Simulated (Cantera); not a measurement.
A perfectly stirred reactor is fed with C₂H₆ : H₂ : H₂O = 1 : 3.5 : 0.02 (molar parts), at 100.0 Torr; it is held at 1525 K, and followed from long to short residence time.

Cantera simulation using GRI-Mech 3.0 (53 species, 325 reactions); the numbers are that mechanism's predictions, not measurements. GRI-Mech 3.0 stops at C3 and has no aromatics, soot or wall deposition, so with more carbon than oxygen in the feed, carbon stays in small species such as C2H2 where larger ones or solid carbon would form.

x: mole fraction; the columns are a selection and need not sum to one.

```tsv
τ (s)	x C₂H₆	x H₂	x C₂H₄	x C₂H	x H	x C₂H₂	x CH₂
11	2.07e-5	0.813	0.00337	2.50e-8	6.94e-5	0.134	5.75e-9
3.0	[?]	0.805	0.00359	[?]	[?]	0.130	[?]
0.80	0.000159	0.799	0.00438	4.04e-8	0.000117	0.126	2.28e-8
0.21	0.000440	0.793	0.00653	5.56e-8	0.000166	0.121	5.05e-8
0.057	0.00121	0.784	0.0118	7.18e-8	0.000229	0.112	1.08e-7
0.015	0.00349	0.771	0.0239	8.28e-8	0.000307	0.0948	2.26e-7
0.0040	[?]	0.756	[?]	7.64e-8	[?]	[?]	[?]
0.0011	0.0289	0.744	0.0666	4.77e-8	0.000473	0.0343	8.58e-7
```

**Question.** What belongs in the gaps?

**Answer.** 
- 3.0, x C₂H₆: 5.76e-5
- 3.0, x C₂H: 3.02e-8
- 3.0, x H: 8.54e-5
- 3.0, x CH₂: 1.08e-8
- 0.0040, x C₂H₆: 0.0102
- 0.0040, x C₂H₄: 0.0453
- 0.0040, x H: 0.000394
- 0.0040, x C₂H₂: 0.0668
- 0.0040, x CH₂: 4.51e-7
